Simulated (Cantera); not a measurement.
## Equilibrium for nitride etching: AlN + O2 + N2

Input: 1 mol AlN, 0.3 mol O2, 0.63 mol N2, held at 0.0368 Torr.

Equilibrium computed with Cantera from the NASA thermochemical tables; the gas is ideal and each condensed phase is pure. Candidate condensed phases: Al, AlN, Al2O3; 16 gas species. Mutual solubility and eutectic melting of coexisting phases are not modelled. Rates play no part.

| T (K) | x N2 | x Al | x Al2O | x Al2 | n AlN(s) | n Al2O3(s) |
|---|---|---|---|---|---|---|
| 1225 | 1.00 | 1.83e-9 | 4.54e-12 | <1e-12 | 0.600 | 0.200 |
| 1275 | 1.00 | 2.15e-8 | 1.07e-10 | <1e-12 | 0.600 | 0.200 |
| 1325 | 1.00 | 2.10e-7 | 1.97e-9 | <1e-12 | 0.600 | 0.200 |
| 1375 | 1.000 | 1.73e-6 | 2.92e-8 | <1e-12 | 0.600 | 0.200 |
| 1425 | 1.000 | 1.22e-5 | 3.58e-7 | <1e-12 | 0.600 | 0.200 |
| 1475 | 1.000 | 7.58e-5 | 3.68e-6 | 3.49e-12 | 0.600 | 0.200 |
| 1525 | 1.000 | 0.000416 | 3.24e-5 | 6.63e-11 | 0.600 | 0.200 |
| 1575 | 0.998 | 0.00205 | 0.000248 | 1.04e-9 | 0.598 | 0.200 |
| 1625 | 0.989 | 0.00917 | 0.00168 | 1.39e-8 | 0.590 | 0.200 |
| 1675 | 0.952 | 0.0381 | 0.0103 | 1.63e-7 | 0.554 | 0.197 |
| 1725 | 0.779 | 0.157 | 0.0631 | 1.95e-6 | 0.295 | 0.173 |
x: gas mole fraction; n: condensed amount in mol.

From 1225 K to 1725 K the condensed part is AlN(s) + Al2O3(s).
